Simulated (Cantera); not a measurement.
Input: 1 mol SiH2Cl2, 8.7 mol O2, held at 1750 K and 60.0 mbar.

These are equilibrium values from Cantera (NASA tables, ideal gas, pure condensed phases), not measurements of a reactor. The tables hold silica as quartz up to 1696 K and as liquid above; real silica turns to tridymite and cristobalite and melts near 1996 K. Kinetics and transport are ignored.

```csv
species,before,after
O2,0.770,0.788
HCl,0.147,0.166
H2O,0.0281,0.0209
Cl,0.0515,0.00817
Cl2,0.00259,0.0168
O,0.000268,9.98e-7
OH,0.000749,1.79e-5
ClO,0.000207,5.61e-5
HOCl,1.20e-5,9.60e-6
"SiO2(condensed), mol",1.00,0
"SiO2(β-quartz), mol",0,1.00
```
Gas species are given as mole fractions.

### Question
Which change was made?
A) pressure from 60.0 mbar to 0.133 bar
B) temperature from 1750 K to 1325 K
C) O2 from 8.7 to 27 mol
D) pressure from 60.0 mbar to 23.0 mbar

### Answer
B, temperature from 1750 K to 1325 K
